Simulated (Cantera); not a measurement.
Feed: 1 mol MgO, 2.9 mol O₂, 0.19 mol CO₂, 0.17 mol SO₂, held at 13.3 mbar.

Cantera equilibrium calculation (NASA polynomials, part measured and part estimated; ideal gas, pure solids and liquids). Candidate condensed phases: C, Mg, MgCO₃, MgO, MgS, MgSO₄, S; 26 gas species. Equilibrium is a limit: real reactors are often held back by kinetics, nucleation or transport.

log p: log10 of the partial pressure in bar; n: condensed amount in mol.

| T (°C) | log p O₂ | log p CO₂ | log p SO₂ | log p SO₃ | n MgO(s) | n MgSO₄(s) |
|---|---|---|---|---|---|---|
| 327 | -1.90 | -3.07 | <-13 | <-13 | 0.830 | 0.170 |
| 427 | -1.90 | -3.07 | -13.09 | -11.58 | 0.830 | 0.170 |
| 527 | -1.90 | -3.07 | -9.53 | -8.95 | 0.830 | 0.170 |
| 627 | -1.90 | -3.07 | … | … | 0.830 | 0.170 |
| 727 | -1.90 | -3.08 | -4.60 | -5.29 | 0.837 | 0.163 |
| 827 | -1.93 | -3.11 | -3.19 | -4.35 | 1.00 | 0 |
| 927 | -1.93 | -3.11 | -3.17 | -4.72 | 1.00 | 0 |
| 1027 | -1.93 | -3.11 | -3.16 | … | 1.00 | 0 |
| 1127 | -1.93 | -3.11 | -3.16 | -5.31 | 1.00 | 0 |

Question: Fill in the missing entries.

Answer: 
- 1027, log p SO₃: -5.04
- 627, log p SO₂: -6.78
- 627, log p SO₃: -6.91
